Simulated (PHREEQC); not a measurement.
0.019 g of hydrous ferric oxide (600 m²/g; 0.2 weak and 0.005 strong sites per Fe, Dzombak-Morel constants, diffuse double layer) in 1 kg of water with 0.1 mol/kgw of an inert sodium salt and 3.9e-05 mol BaCl2, at 25 °C; the pH is set by adding NaOH or the inert anion's acid. Oxygen is held at 0.21 atm. CO2 from the air is kept out. Nothing may precipitate in this run.

The numbers come from PHREEQC with the ion-association model, wateq4f.dat.

| pH | Ba sorbed (%) | surface charge σ (C/m²) | surface potential ψ (mV) |
|---|---|---|---|
| 3 | 0.0 | 0.363 | 153 |
| 3.67 | 0.0 | 0.342 | 150 |
| 4.33 | 0.0 | 0.291 | 142 |
| 5 | 0.0 | 0.215 | 126 |
| 5.67 | 0.0 | 0.142 | 105 |
| 6.33 | 0.0 | 0.086 | (withheld) |
| 7 | (withheld) | 0.045 | 53 |
| 7.67 | 1.0 | (withheld) | 23 |
| 8.33 | 2.3 | -0.005 | -7 |
| 9 | 3.0 | -0.030 | (withheld) |
| 9.67 | 6.3 | -0.061 | -65 |
| 10.33 | 18.9 | -0.085 | -80 |
| 11 | 31.9 | -0.097 | -87 |

Question: What belongs in the gaps?

Answer: 
- 6.33, surface potential ψ (mV): 81
- 7, Ba sorbed (%): 0.1
- 7.67, surface charge σ (C/m²): 0.017
- 9, surface potential ψ (mV): -38

The oxide is taken as insoluble; below pH 4 it would dissolve.
